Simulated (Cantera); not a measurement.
A Cantera script and what it prints.

```python
import numpy as np
import cantera as ct

gas_names = """
    F FO FO2 F2 F2O H HF HNO HNO2 HNO3 HOF HO2 H2 H2F2 H2O H2O2 H3F3 H4F4 H5F5 H6F6 H7F7 N NF NF2 NF3 NH
    NH2 NH3 NH2OH NO NO2 NO3 N2 N2H2 N2H4 N2O O OH O2 O3 Si SiF SiF2 SiF3 SiF4 SiH SiHF3 SiH2 SiH2F2
    SiH3 SiH3F SiH4 SiN SiO SiO2 Si2 Si2N Si3
""".split()
cond_names = """
    H2O(s) H2O(L) Si(cr) Si(L) SiO2(Lqz) SiO2(hqz) SiO2(L) Si2N2O(s) Si3N4(a)
""".split()


def load(file, names, dense=False):
    # The tables refer to 1 bar. Condensed volumes are neglected.
    table = {s.name: s for s in ct.Species.list_from_file(file)}
    out = []
    for n in names:
        d = dict(table[n].input_data)
        d["thermo"] = dict(d["thermo"], **{"reference-pressure": 1e5})
        if dense:
            d["equation-of-state"] = {"model": "constant-volume", "density": "1e6 g/cm^3"}
        out.append(ct.Species.from_dict(d))
    return out


gas = ct.Solution(thermo="ideal-gas", species=load("nasa_gas.yaml", gas_names))
cond = {s.name: ct.Solution(thermo="fixed-stoichiometry", species=[s], name=s.name)
        for s in load("nasa_condensed.yaml", cond_names, dense=True)}
atoms = {
    'Si3N4': {'Si': 3, 'N': 4},
    'H2O': {'H': 2, 'O': 1},
    'H2': {'H': 2},
    'NF3': {'N': 1, 'F': 3},
}
top_T = {'Si2N2O(s)': 2100, 'Si3N4(a)': 2400}  # K; cautious upper limits of use, not melting points


def equilibrate(T, P, feed):
    n = {}
    for name, mol in feed.items():
        for a, k in atoms[name].items():
            n[a] = n.get(a, 0.0) + k * mol
    gas.TPX = T, P, n
    mass = sum(n.values()) * gas.mean_molecular_weight
    gas.equilibrate("TP")
    valid = [c for c in cond.values() if c.min_temp <= T <= top_T.get(c.name, c.max_temp)]
    mix = ct.Mixture([(gas, mass / gas.mean_molecular_weight)] + [(c, 0.0) for c in valid])
    mix.T, mix.P = T, P
    mix.equilibrate("TP", solver="vcs", rtol=1e-11, max_steps=5000)
    return mix


results = []
feed = {'Si3N4': 1, 'H2O': 15, 'H2': 35, 'NF3': 11}  # mol
T = 1375  # K
P = 133.322  # Pa
mix = equilibrate(T, P, feed)
results.append((T, P, feed, dict(zip(mix.species_names, mix.species_moles))))
print(gas.report(threshold=1e-05))
for i in range(1, mix.n_phases):
    print(f"{mix.phase(i).name:16s} {mix.phase_moles(i):12.5e} mol")
```

Output:

```
       temperature   1375 K
          pressure   133.32 Pa
           density   0.00017088 kg/m^3
  mean mol. weight   14.653 kg/kmol
   phase of matter   gas

                          1 kg             1 kmol
                     ---------------   ---------------
          enthalpy       -8.0339e+06       -1.1772e+08  J
   internal energy       -8.8142e+06       -1.2915e+08  J
           entropy             18804        2.7552e+05  J/K
    Gibbs function       -3.3889e+07       -4.9656e+08  J
 heat capacity c_p            2309.1             33835  J/K
 heat capacity c_v            1741.7             25520  J/K

                      mass frac. Y      mole frac. X     chem. pot. / RT
                     ---------------   ---------------   ---------------
                 H        3.7153e-06        5.4006e-05           -13.039
                HF            0.6067           0.44434           -54.805
                H2          0.045568           0.33119           -26.078
               H2O            0.1507           0.12257           -55.825
                N2           0.19385           0.10139           -34.657
              SiF4         0.0031769        0.00044725           -197.61
     [  +52 minor]        5.8256e-06        1.3326e-06

Si(cr)            0.00000e+00 mol
SiO2(hqz)         2.96685e+00 mol
Si2N2O(s)         0.00000e+00 mol
Si3N4(a)          0.00000e+00 mol
```

These are equilibrium values from Cantera (NASA tables, ideal gas, pure condensed phases), not measurements of a reactor. The tables hold silica as quartz up to 1696 K and as liquid above; real silica turns to tridymite and cristobalite and melts near 1996 K.
